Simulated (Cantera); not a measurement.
Equilibrium for carbon deposition, reforming and gasification: C2H2 + H2O

Charge: 1 mol C2H2, a varied amount of H2O, held at 1675 K and 10.0 mbar.

Method: chemical equilibrium by Gibbs-energy minimisation in Cantera with the NASA 1993 tables (ideal gas, pure condensed phases). Candidate condensed phases: C, C6H6, C7H8, C8H18, H2O; 110 gas species. Rates play no part.

| n(H2O) (mol) | x H2 | x CO | x H2O | x CO2 | x H | x C2H2 (acetylene) | n C(graphite) |
|---|---|---|---|---|---|---|---|
| 0.19 | 0.861 | 0.138 | 6.59e-7 | 3.18e-8 | 0.00108 | 5.00e-5 | 1.81 |
| 0.25 | 0.832 | 0.167 | 7.71e-7 | 4.65e-8 | 0.00106 | 4.83e-5 | 1.75 |
| 0.34 | 0.797 | 0.202 | 8.96e-7 | 6.86e-8 | 0.00104 | 4.63e-5 | 1.66 |
| 0.46 | 0.759 | 0.239 | 1.01e-6 | 9.62e-8 | 0.00101 | 4.41e-5 | 1.54 |
| 0.62 | 0.722 | 0.277 | 1.11e-6 | 1.28e-7 | 0.000987 | 4.19e-5 | 1.38 |
| 0.83 | 0.687 | 0.312 | 1.19e-6 | 1.63e-7 | 0.000962 | 3.99e-5 | 1.17 |
| 1.1 | 0.655 | 0.344 | 1.25e-6 | 1.98e-7 | 0.000940 | 3.81e-5 | 0.900 |
| 1.5 | 0.624 | 0.375 | 1.30e-6 | 2.36e-7 | 0.000917 | 3.62e-5 | 0.500 |
| 2 | 0.599 | 0.400 | 5.04e-6 | 1.01e-6 | 0.000899 | 2.43e-6 | 0 |
| 2.8 | 0.538 | 0.324 | 0.117 | 0.0212 | 0.000851 | <1e-12 | 0 |
| 3.7 | 0.483 | 0.263 | 0.218 | 0.0357 | 0.000807 | <1e-12 | 0 |
| 5 | 0.422 | 0.202 | 0.327 | 0.0474 | 0.000754 | <1e-12 | 0 |
x: gas mole fraction; n: condensed amount in mol.

From 0.19 mol H2O to 1.5 mol H2O the condensed part is C(graphite). From 2 mol H2O to 5 mol H2O nothing is condensed. The main C-bearing gas is CO throughout.
